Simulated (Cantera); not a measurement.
What does this Cantera script print?

```python
import numpy as np
import cantera as ct

gas_names = """
    N NO NO2 NO3 N2 N2O O O2 O3 Pb PbO Pb2
""".split()
cond_names = """
    Pb(cr) Pb(L) PbO(rd) PbO(yw) PbO(L) PbO2(s) Pb3O4(s)
""".split()


# ... load() reads the species with a 1 bar reference pressure and builds the phases ...
atoms = {
    'PbO': {'Pb': 1, 'O': 1},
    'N2': {'N': 2},
}
top_T = {'Pb3O4(s)': 820}  # K; cautious upper limits of use, not melting points


# ... equilibrate(T, P, feed) seeds the gas with the atoms and calls Mixture.equilibrate('TP', solver="vcs", rtol=1e-11, max_steps=5000) ...
results = []
feed = {'PbO': 1, 'N2': 98}  # mol
P = 133.322  # Pa
for T in [900, 950, 1000, 1050, 1100, 1150, 1200, 1250, 1300, 1350, 1400, 1450]:
    mix = equilibrate(T, P, feed)
    results.append((T, P, feed, dict(zip(mix.species_names, mix.species_moles))))

top = {s: max(r[3][s] / sum(r[3][g] for g in gas_names) for r in results) for s in gas_names}
cols = sorted((s for s in top if top[s] > 1e-05), key=lambda s: -top[s])[:7]
seen = [c for c in cond_names if any(r[3].get(c, 0) > 1e-12 for r in results)]
print("log10 of partial pressures in bar; condensed amounts in mol")
print(f"{'T/K':>10s}" + "".join(f"{s[:9]:>10s}" for s in cols + seen))
for T, P, feed, n in results:
    ng = sum(n[g] for g in gas_names)
    print(f"{T:10.4g}" + "".join(f"{np.log10(max(n[s] / ng * P / 1e5, 1e-99)):10.3f}" for s in cols)
          + "".join(f"{n.get(c, 0):10.4g}" for c in seen))
```

Result:

```
log10 of partial pressures in bar; condensed amounts in mol
       T/K        N2       PbO        Pb        O2        NO   PbO(yw)
       900    -2.875    -8.127    -8.803    -9.110   -10.637    0.9993
       950    -2.875    -7.278    -7.981    -8.287    -9.946    0.9954
      1000    -2.875    -6.516    -7.243    -7.548    -9.326    0.9734
      1050    -2.876    -5.830    -6.577    -6.881    -8.765    0.8716
      1100    -2.878    -5.208    -5.973    -6.276    -8.257    0.4634
      1150    -2.880    -4.954    -5.631    -5.934    -7.898         0
      1200    -2.880    -4.989    -5.495    -5.799    -7.657         0
      1250    -2.880    -5.034    -5.378    -5.682    -7.440         0
      1300    -2.880    -5.088    -5.278    -5.584    -7.244         0
      1350    -2.881    -5.152    -5.195    -5.502    -7.067         0
      1400    -2.881    -5.224    -5.127    -5.435    -6.907         0
      1450    -2.881    -5.305    -5.072    -5.382    -6.763         0
```

Method: chemical equilibrium by Gibbs-energy minimisation in Cantera with the NASA 1993 tables (ideal gas, pure condensed phases).
